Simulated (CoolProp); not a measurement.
Properties of o-xylene at several states.

Values from CoolProp's reference Helmholtz-energy equation of state, Zhou 2012.

```tsv
T (K)	p (kPa)	phase	cv (kJ/(kg K))	viscosity (µPa s)	Prandtl number
519.7	70	gas	1.943	…	0.672
607.3	48.3	gas	2.173	…	0.697
336.3	19900	liquid	1.493	571	8.30
331.7	343	liquid	…	509	7.78
530	121	gas	1.977	11.5	…
```

Q: Complete the blanks.

A: 
- 519.7, viscosity (µPa s): 11.2
- 607.3, viscosity (µPa s): 13.1
- 331.7, cv (kJ/(kg K)): 1.471
- 530, Prandtl number: 0.678

Viscosity comes from a separate model (Cao 2016). Thermal conductivity comes from a separate model (Mylona 2014).
